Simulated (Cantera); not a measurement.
**Si + H₂O + N₂ (thermal oxidation and active oxidation of silicon)**

A closed system holds: 1 mol Si, 0.8 mol H₂O, 920 mol N₂, held at 53.0 mbar.

Method: chemical equilibrium by Gibbs-energy minimisation in Cantera with the NASA 1993 tables (ideal gas, pure condensed phases). Candidate condensed phases: H₂O, Si, SiO₂, Si₂N₂O, Si₃N₄; 35 gas species. N₂ is the only nitrogen source here; it is nearly inert below about 1500 K, so the nitride shown seldom forms there in practice. Mutual solubility and eutectic melting of coexisting phases are not modelled. The tables' values for SiN are old estimates; treat these amounts as uncertain. The tables hold silica as quartz up to 1696 K and as liquid above; real silica turns to tridymite and cristobalite and melts near 1996 K. Kinetics and transport are ignored.

From 900 K to 1500 K the condensed part is SiO₂(β-quartz) + Si₂N₂O(s). From 1600 K to 1700 K the condensed part is Si₂N₂O(s). At 1800 K the condensed part is Si₃N₄(s). From 1900 K to 2200 K nothing is condensed.

| T (K) | log p N₂ | log p H₂ | log p SiO | log p H | log p Si | n SiO₂(β-quartz) | n Si₂N₂O(s) | n Si₃N₄(s) |
|---|---|---|---|---|---|---|---|---|
| 900 | -1.28 | -4.34 | <-13 | -12.10 | <-13 | 0.200 | 0.400 | 0 |
| 1000 | -1.28 | -4.34 | <-13 | -10.81 | <-13 | 0.200 | 0.400 | 0 |
| 1100 | -1.28 | -4.34 | -11.63 | -9.76 | <-13 | 0.200 | 0.400 | 0 |
| 1200 | -1.28 | -4.34 | -9.62 | -8.87 | <-13 | 0.200 | 0.400 | 0 |
| 1300 | -1.28 | -4.34 | -7.92 | -8.12 | <-13 | 0.200 | 0.400 | 0 |
| 1400 | -1.28 | -4.34 | -6.48 | -7.48 | <-13 | 0.198 | 0.398 | 0 |
| 1500 | -1.28 | -4.34 | -5.23 | -6.92 | -11.86 | 0.166 | 0.366 | 0 |
| 1600 | -1.28 | -4.34 | -4.46 | -6.43 | -9.87 | 0 | 0.200 | 0 |
| 1700 | -1.28 | -4.34 | -4.46 | -6.00 | -7.45 | 0 | 0.199 | 0 |
| 1800 | -1.28 | -4.35 | -4.34 | -5.62 | -6.02 | 0 | 0 | 0.0599 |
| 1900 | -1.28 | -4.36 | -4.34 | -5.28 | -5.04 | 0 | 0 | 0 |
| 2000 | -1.28 | -4.39 | -4.34 | -4.98 | -4.98 | 0 | 0 | 0 |
| 2100 | -1.28 | -4.44 | -4.34 | -4.72 | -4.97 | 0 | 0 | 0 |
| 2200 | -1.28 | -4.52 | -4.34 | -4.51 | -4.96 | 0 | 0 | 0 |
log p: log10 of the partial pressure in bar; n: condensed amount in mol.
